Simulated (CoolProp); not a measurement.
A single-stage vapour-compression cycle with R1336mzz(Z): evaporating at 312.15 K (dew point), condensing at 365.15 K (bubble point), superheat 8 K, subcooling 8 K, compressor efficiency 0.8, no pressure losses. Each further row changes one setting.

Values from CoolProp's reference Helmholtz-energy equation of state, McLinden 2020.

```json
[
 {"case": "as stated", "cooling COP": "?", "pressure ratio": "4.72", "discharge temperature (K)": "365.2", "refrigerating effect (kJ/kg)": "111", "volumetric capacity (kJ/m³)": "891"},
 {"case": "evaporating temperature 317.15 K", "cooling COP": "?", "pressure ratio": "?", "discharge temperature (K)": "365.2", "refrigerating effect (kJ/kg)": "115", "volumetric capacity (kJ/m³)": "1090"},
 {"case": "condensing temperature 360.15 K", "cooling COP": "4.32", "pressure ratio": "?", "discharge temperature (K)": "360.2", "refrigerating effect (kJ/kg)": "117", "volumetric capacity (kJ/m³)": "945"},
 {"case": "subcooling 13 K", "cooling COP": "?", "pressure ratio": "4.72", "discharge temperature (K)": "365.2", "refrigerating effect (kJ/kg)": "117", "volumetric capacity (kJ/m³)": "945"},
 {"case": "superheat 18 K", "cooling COP": "?", "pressure ratio": "4.72", "discharge temperature (K)": "?", "refrigerating effect (kJ/kg)": "120", "volumetric capacity (kJ/m³)": "930"},
 {"case": "compressor efficiency 0.7", "cooling COP": "?", "pressure ratio": "4.72", "discharge temperature (K)": "365.9", "refrigerating effect (kJ/kg)": "111", "volumetric capacity (kJ/m³)": "891"}
]
```

Question: What belongs in the gaps?

Answer: 
- as stated, cooling COP: 3.76
- evaporating temperature 317.15 K, cooling COP: 4.36
- evaporating temperature 317.15 K, pressure ratio: 3.97
- condensing temperature 360.15 K, pressure ratio: 4.17
- subcooling 13 K, cooling COP: 3.99
- superheat 18 K, cooling COP: 3.89
- superheat 18 K, discharge temperature (K): 371.8
- compressor efficiency 0.7, cooling COP: 3.29

The compression ends wet for: as stated; evaporating temperature 317.15 K; condensing temperature 360.15 K; subcooling 13 K.
